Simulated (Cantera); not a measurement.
## Ammonia decomposition in nitride growth gas

An isothermal, constant-pressure homogeneous reactor starts with 58.5 % NH3, 41.5 % H2, at 1925 K and 12.8 Torr.

Cantera simulation using the gas-phase N/H chemistry of the illustrative SiF4/NH3 mechanism in the Surface Chemkin manual (1991); the numbers are that mechanism's predictions, not measurements. Walls and surfaces, which speed up NH3 decomposition in real reactors, are not modelled.

```
t (s)     x NH3   x H2      x N2    x N2H4       x N
--------  -----  -----  --------  --------  --------
0.000100  0.585  0.415  4.68e-12    <1e-12    <1e-12
0.000251  0.585  0.415  3.00e-10  4.52e-12  6.36e-12
0.000631  0.585  0.415   1.22e-8  2.99e-11  1.38e-10
0.00158   0.585  0.415   3.34e-7  1.91e-10   2.42e-9
0.00398   0.584  0.415   7.74e-6   1.18e-9   3.63e-8
0.0100    0.583  0.416  0.000159   5.65e-9   3.45e-7
0.0251    0.579  0.418   0.00137   9.21e-9   6.92e-7
0.0631    0.568  0.426   0.00484   9.04e-9   7.05e-7
0.158     0.542  0.444    0.0132   8.48e-9   7.16e-7
0.398     0.483  0.484    0.0319   7.24e-9   7.39e-7
1.00      0.369  0.562    0.0679   5.00e-9   7.74e-7
```
x: mole fraction; the columns are a selection and need not sum to one.

Equilibrium at this temperature and pressure: NH3 1.21e-7, H2 0.809, N2 0.184, N2H4 <1e-12, N 9.60e-10 (gas phase only).
